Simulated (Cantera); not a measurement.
What does this Cantera script print?

```python
import numpy as np
import cantera as ct

gas = ct.Solution("h2o2.yaml")
gas.TPX = 1425, 100000, {'H2': 1, 'O2': 1.06, 'N2': 4}
reactor = ct.IdealGasConstPressureReactor(gas, energy="on", clone=False)
net = ct.ReactorNet([reactor])
net.rtol, net.atol = 1e-08, 1e-16
show = ['H2', 'O2', 'H2O', 'HO2', 'H2O2', 'H', 'O']
times = np.geomspace(4e-06, 0.1, 14)

steps = ct.SolutionArray(gas, extra=["t"])
rows = []
print(f"{'t/s':>10s}{'T/K':>9s}{'P/Pa':>11s}" + "".join(f"{s:>11s}" for s in show))
for t in times:
    while net.time < t:
        t_next = net.step()
        steps.append(gas.state, t=t_next)
    rows.append([np.interp(t, steps.t, y) for y in (steps.T, steps.P, *steps(*show).X.T)])
    print(f"{t:10.3e}{rows[-1][0]:9.1f}{rows[-1][1]:11.4g}" + "".join(f"{x:11.3e}" for x in rows[-1][2:]))
rate = np.gradient(steps.T, steps.t)
print("integrator steps:", len(steps.t))
if steps.T.max() > steps.T[0] + 200:
    print(f"time of steepest temperature rise: {steps.t[rate.argmax()]:.4e} s")
gas.TPX = 1425, 100000, {'H2': 1, 'O2': 1.06, 'N2': 4}
gas.equilibrate("HP")
print(f"equilibrium (HP): T = {gas.T:.1f} K  " + "  ".join(f"{s} {gas[s].X[0]:.3e}" for s in show))
```

It prints:

```
       t/s      T/K       P/Pa         H2         O2        H2O        HO2       H2O2          H          O
 4.000e-06   1425.0      1e+05  1.650e-01  1.749e-01  1.613e-06  3.473e-07  3.033e-09  1.453e-06  3.801e-07
 8.717e-06   1425.1      1e+05  1.649e-01  1.749e-01  9.251e-05  4.087e-06  3.257e-08  7.055e-05  1.873e-05
 1.900e-05   1566.0      1e+05  3.838e-02  1.101e-01  9.463e-02  4.806e-05  2.863e-06  5.337e-02  2.456e-02
 4.140e-05   2000.8      1e+05  1.538e-02  9.254e-02  1.341e-01  2.051e-05  5.236e-07  2.411e-02  2.448e-02
 9.021e-05   2255.0      1e+05  9.624e-03  9.294e-02  1.506e-01  1.037e-05  2.646e-07  9.081e-03  1.409e-02
 1.966e-04   2410.4      1e+05  4.828e-03  9.483e-02  1.627e-01  8.159e-06  2.463e-07  2.787e-03  6.776e-03
 4.284e-04   2466.8      1e+05  2.941e-03  9.605e-02  1.676e-01  9.384e-06  3.328e-07  1.266e-03  4.089e-03
 9.336e-04   2470.7      1e+05  2.810e-03  9.615e-02  1.680e-01  9.547e-06  3.445e-07  1.179e-03  3.907e-03
 2.035e-03   2470.8      1e+05  2.810e-03  9.615e-02  1.680e-01  9.547e-06  3.446e-07  1.179e-03  3.906e-03
 4.434e-03   2470.8      1e+05  2.810e-03  9.615e-02  1.680e-01  9.547e-06  3.446e-07  1.179e-03  3.906e-03
 9.663e-03   2470.8      1e+05  2.810e-03  9.615e-02  1.680e-01  9.547e-06  3.446e-07  1.179e-03  3.906e-03
 2.106e-02   2470.8      1e+05  2.810e-03  9.615e-02  1.680e-01  9.547e-06  3.446e-07  1.179e-03  3.906e-03
 4.589e-02   2470.8      1e+05  2.810e-03  9.615e-02  1.680e-01  9.547e-06  3.446e-07  1.179e-03  3.906e-03
 1.000e-01   2470.8      1e+05  2.810e-03  9.615e-02  1.680e-01  9.547e-06  3.446e-07  1.179e-03  3.906e-03
integrator steps: 1128
time of steepest temperature rise: 1.8518e-05 s
equilibrium (HP): T = 2470.8 K  H2 2.810e-03  O2 9.615e-02  H2O 1.680e-01  HO2 9.547e-06  H2O2 3.446e-07  H 1.179e-03  O 3.906e-03
```

Model: the H2/O2 subset of GRI-Mech 3.0, which has no nitrogen chemistry, integrated in Cantera.
